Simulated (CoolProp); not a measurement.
Values from CoolProp's reference Helmholtz-energy equation of state, Thol 2017.

For octamethyltrisiloxane (MDM), give the phase and the Joule-Thomson coefficient (K/MPa), expansivity (1/kK), fugacity coefficient at 301.85 °C and 0.979 MPa.


- 301.85 °C and 0.979 MPa: gas; Joule-Thomson coefficient 14.2, expansivity 5.46, fugacity coefficient 0.790
